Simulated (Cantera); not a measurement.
What does this Cantera script print?

```python
import numpy as np
import cantera as ct

gas_names = """
    AL ALCL ALCL2 ALCL3 AL2 AL2CL6 CL CL2
""".split()
cond_names = """
    AL(cr) AL(L) ALCL3(s) ALCL3(L)
""".split()


# ... load() reads the species with a 1 bar reference pressure and builds the phases ...
atoms = {
    'Al': {'AL': 1},
    'Cl2': {'CL': 2},
}
top_T = {}  # K; cautious upper limits of use, not melting points


# ... equilibrate(T, P, feed) seeds the gas with the atoms and calls Mixture.equilibrate('TP', solver="vcs", rtol=1e-11, max_steps=5000) ...
results = []
feed = {'Al': 1, 'Cl2': 2.8}  # mol
P = 10000  # Pa
for T in [750, 800, 850, 900, 950, 1000, 1050, 1100, 1150, 1200, 1250, 1300, 1350]:
    mix = equilibrate(T, P, feed)
    results.append((T, P, feed, dict(zip(mix.species_names, mix.species_moles))))

top = {s: max(r[3][s] / sum(r[3][g] for g in gas_names) for r in results) for s in gas_names}
cols = sorted((s for s in top if top[s] > 0.001), key=lambda s: -top[s])[:8]
seen = [c for c in cond_names if any(r[3].get(c, 0) > 1e-12 for r in results)]
print("log10 of partial pressures in bar; condensed amounts in mol")
print(f"{'T/K':>10s}" + "".join(f"{s[:9]:>10s}" for s in cols + seen))
for T, P, feed, n in results:
    ng = sum(n[g] for g in gas_names)
    print(f"{T:10.4g}" + "".join(f"{np.log10(max(n[s] / ng * P / 1e5, 1e-99)):10.3f}" for s in cols)
          + "".join(f"{n.get(c, 0):10.4g}" for c in seen))
```

Result:

```
log10 of partial pressures in bar; condensed amounts in mol
       T/K       CL2     ALCL3    AL2CL6        CL
       750    -1.209    -1.538    -2.034    -6.171
       800    -1.229    -1.438    -2.351    -5.644
       850    -1.240    -1.393    -2.715    -5.174
       900    -1.244    -1.375    -3.079    -4.753
       950    -1.246    -1.368    -3.420    -4.375
      1000    -1.248    -1.365    -3.732    -4.034
      1050    -1.248    -1.364    -4.015    -3.725
      1100    -1.250    -1.363    -4.272    -3.444
      1150    -1.252    -1.364    -4.505    -3.188
      1200    -1.254    -1.364    -4.719    -2.953
      1250    -1.259    -1.366    -4.916    -2.737
      1300    -1.265    -1.368    -5.098    -2.539
      1350    -1.275    -1.371    -5.268    -2.357
```

Cantera equilibrium calculation (NASA polynomials, part measured and part estimated; ideal gas, pure solids and liquids).
